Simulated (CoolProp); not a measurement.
A single-stage vapour-compression cycle with the fluid: evaporating at 214.15 K (dew point), condensing at 245.15 K (bubble point), superheat 2 K, subcooling 5 K, compressor efficiency 0.75, no pressure losses. The same conditions are run with several fluids, on thermodynamics alone (safety and materials aside).

Values from CoolProp's reference Helmholtz-energy equation of state of each fluid (hydrogen chloride: Thol 2018; R143a: Lemmon and Jacobsen 2000; ammonia: Gao 2020; R13: Platzer 1990; R22: Kamei 1995; R507A: Lemmon 2003). The equations of Platzer and Polt are older, rougher fits. Blends and air are pseudo-pure fits.

```tsv
fluid	cooling COP	pressure ratio	discharge temperature (K)	refrigerating effect (kJ/kg)	volumetric capacity (kJ/m³)
hydrogen chloride	4.45	3.16	___	370	2930
R143a	4.73	4.15	271.7	202	546
ammonia	4.46	5.64	___	1330	297
R13	___	3.07	268.0	___	___
R22	4.70	___	295.6	___	423
R507A	4.72	4.28	___	174	531
```

### Question
Complete the blanks.

### Answer

- hydrogen chloride, discharge temperature (K): 321.4
- ammonia, discharge temperature (K): 359.4
- R13, cooling COP: 4.53
- R13, refrigerating effect (kJ/kg): 113
- R13, volumetric capacity (kJ/m³): 2100
- R22, pressure ratio: 4.49
- R22, refrigerating effect (kJ/kg): 218
- R507A, discharge temperature (K): 268.3
